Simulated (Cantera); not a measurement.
Input: 1 mol Si3N4, 2.4 mol HCl, 1.9 mol N2, 4.7 mol HF, held at 1050 K and 2.00e-5 bar.

These are equilibrium values from Cantera (NASA tables, ideal gas, pure condensed phases), not measurements of a reactor. Candidate condensed phases: NH4Cl, Si, Si3N4; 49 gas species. The tables' values for SiF3, SiCl3 are old estimates; treat these amounts as uncertain. The numbers say what is thermodynamically allowed, not how fast it happens.

Base state: N2 0.313, H2 0.275, HCl 0.273, SiF4 0.135, HF 0.00127, SiCl4 0.00108, SiF3 0.000716, SiCl2 0.000399 (mole fractions); condensed: Si3N4(s).

Problem. What changes in the equilibrium state with this change: HF from 4.7 to 1.3 mol?

Solution. 
| species | before | after |
|---|---|---|
| N2 | 0.313 | 0.396 |
| HCl | 0.273 | 0.383 |
| H2 | 0.275 | 0.146 |
| SiCl4 | 0.00108 | 0.0126 |
| SiF4 | 0.135 | 0.0588 |
| SiCl3 | 0.000154 | 0.000934 |
| SiHCl3 | 1.13e-5 | 4.98e-5 |
| SiCl2 | 0.000399 | 0.00126 |
| SiHF3 | 0.000138 | 5.17e-5 |
| Si3N4(s), mol | 0.604 | 0.865 |
The tables' values for SiCl3, SiF3 are old estimates; treat these amounts as uncertain.

Problem. What changes in the equilibrium state with this change: Si3N4 replaced by BN?

Solution. 
| species | before | after |
|---|---|---|
| N2 | 0.313 | 0.267 |
| HCl | 0.273 | 0.267 |
| HF | 0.00127 | 0.189 |
| SiF4 | 0.135 | 0 |
| BF3 | 0 | 0.111 |
| H2 | 0.275 | 0.167 |
| SiCl4 | 0.00108 | 0 |
| SiF3 | 0.000716 | 0 |
| Si3N4(s), mol | 0.604 | 0 |
Further candidate phases: B, BN.
